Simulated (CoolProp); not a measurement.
A simple Rankine cycle with propyne: condensing at 324.15 K, boiler at 3.15 MPa, turbine inlet 372 K, turbine efficiency 0.9, pump efficiency 0.6, no recuperator. Each further row changes one setting.

Computed with CoolProp (reference Helmholtz-energy equation of state, Polt 1992). This equation is an older, rougher fit; its heat capacities, sound speeds and derivatives of the liquid may be far off and weren't checked against measurements.

```
case                             thermal efficiency (%)  net work (kJ/kg)  heat in (kJ/kg)  turbine exit temperature (K)  volume ratio over the turbine
-------------------------------  ----------------------  ----------------  ---------------  ----------------------------  -----------------------------
as stated                                           9.1              40.4              443                         324.2                            [?]
turbine inlet 392 K                                 9.6              48.1              502                           [?]                           2.69
condensing temperature 316.15 K                     [?]              49.3              463                         316.2                            [?]
boiler pressure 2.2 MPa                             6.5              31.7              [?]                         339.2                           1.87
turbine efficiency 0.8                              8.0              35.2              443                         324.2                           2.87
```

Q: Fill in the missing entries.

A: 
- as stated, volume ratio over the turbine: 2.83
- turbine inlet 392 K, turbine exit temperature (K): 338.5
- condensing temperature 316.15 K, thermal efficiency (%): 10.6
- condensing temperature 316.15 K, volume ratio over the turbine: 3.45
- boiler pressure 2.2 MPa, heat in (kJ/kg): 487

The expansion ends wet for: as stated; condensing temperature 316.15 K; turbine efficiency 0.8.
